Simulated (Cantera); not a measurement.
Input: 1 mol Si, 0.0013 mol H₂O, 5.4 mol H₂, 0.028 mol CO₂, at 1802 °C and 1.00 bar.

Equilibrium computed with Cantera from the NASA thermochemical tables; the gas is ideal and each condensed phase is pure. Mutual solubility and eutectic melting of coexisting phases are not modelled. Gases not in the tables: Si₂H₆ and higher silanes. Kinetics and transport are ignored.

```
species        before     after
-----------  --------  --------
H₂              0.987     0.988
SiO           0.00715   0.00792
CO            0.00333   0.00256
H             0.00265   0.00162
Si           0.000102   4.35e-5
SiH           5.79e-5   2.94e-5
SiH₂         0.000158  0.000105
CH₄           2.44e-5   2.27e-5
Si(l), mol      0.950     0.942
SiC(s), mol   0.00956    0.0139
```
Gas species are given as mole fractions.

Task: Name the change that produced these shifts.
(A) Si replaced by SiC
(B) CO₂ from 0.028 to 0.29 mol
(C) temperature from 1802 °C to 850 °C
(D) temperature from 1802 °C to 1727 °C

Result: D, temperature from 1802 °C to 1727 °C
